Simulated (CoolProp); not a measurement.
Vapour-liquid equilibrium of isohexane (1) + benzene (2) at 10.6 bar; x and y are mole fractions of (1).

Computed with CoolProp (multi-fluid Helmholtz-energy mixture model, Lemmon 2006 and Thol 2012; pair parameters Bell 2016).

```csv
x,"bubble temperature, mixture model (°C)","bubble temperature, Raoult's law (°C)","y, mixture model","y, Raoult's law"
0.05,178.9,180.4,0.087,0.073
0.125,175.3,178.4,0.196,0.176
0.2,172.4,176.4,0.288,0.272
0.275,___,174.5,0.367,0.363
0.35,168.0,172.7,0.440,0.447
0.425,___,170.9,0.507,0.527
0.5,164.8,169.2,0.571,0.602
0.575,163.6,167.5,___,0.672
0.65,162.4,165.8,0.697,0.738
0.725,___,164.2,___,0.800
0.8,160.6,162.7,0.824,0.859
0.875,159.8,161.1,___,0.914
0.95,159.1,159.6,0.955,0.967
```

**Question.** What belongs in the gaps?

**Answer.** 
- 0.275, bubble temperature, mixture model (°C): 170.0
- 0.425, bubble temperature, mixture model (°C): 166.3
- 0.575, y, mixture model: 0.634
- 0.725, bubble temperature, mixture model (°C): 161.4
- 0.725, y, mixture model: 0.760
- 0.875, y, mixture model: 0.889

The largest gap from Raoult's law is -4.7 K in bubble temperature, at x = 0.35. No azeotrope shows between x = 0.05 and 0.95.

Pair parameters are fitted to limited data, so mixtures are less certain than the pure fluids.
